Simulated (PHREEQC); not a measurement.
A PHREEQC input (ion-association model, wateq4f.dat):

```
SOLUTION 1
  temp 25
  units mg/kgw
  pH 6.26
  pe 9.9
  Na 4.39
  K 0.000752
  Ca 2.72
  Mg 0.466
  Cl 0.704
  S(6) 10.4 as SO4
  Alkalinity 7.65 as HCO3
  Sr 0.232
  Li 0.0252
  Pb 0.319
  Cu(2) 0.0033
  Br 0.00577
END
USE solution 1
EQUILIBRUM_PHASES 1
  Quartz 0 0.5
  CO2(g) -2.5 10
END
```

The run finishes with these warnings:
```
WARNING: Unknown input, no keyword has been specified.
WARNING: 	  Quartz 0 0.5
WARNING: 	  CO2(g) -2.5 10
```

Its last state differs from that of the intended input:

```json
[
 {"quantity": "pH", "as run": "6.26", "intended": "6.41"},
 {"quantity": "ionic strength (mol/kgw)", "as run": "0.000562", "intended": "0.000561"},
 {"quantity": "CO2 (mol/kgw)", "as run": "0.000151", "intended": "0.000108"},
 {"quantity": "PbCO3 (mol/kgw)", "as run": "1.87e-7", "intended": "2.47e-7"},
 {"quantity": "PbOH+ (mol/kgw)", "as run": "3.78e-8", "intended": "4.99e-8"},
 {"quantity": "CO3-2 (mol/kgw)", "as run": "1.16e-8", "intended": "1.61e-8"},
 {"quantity": "SI of Cerrusite (PbCO3)", "as run": "-0.84", "intended": "-0.72"},
 {"quantity": "SI of Pb(OH)2 (Pb(OH)2)", "as run": "-1.61", "intended": "-1.35"}
]
```

The fault: the keyword misspelt. The line should read `EQUILIBRIUM_PHASES 1` where the input has `EQUILIBRUM_PHASES 1`.
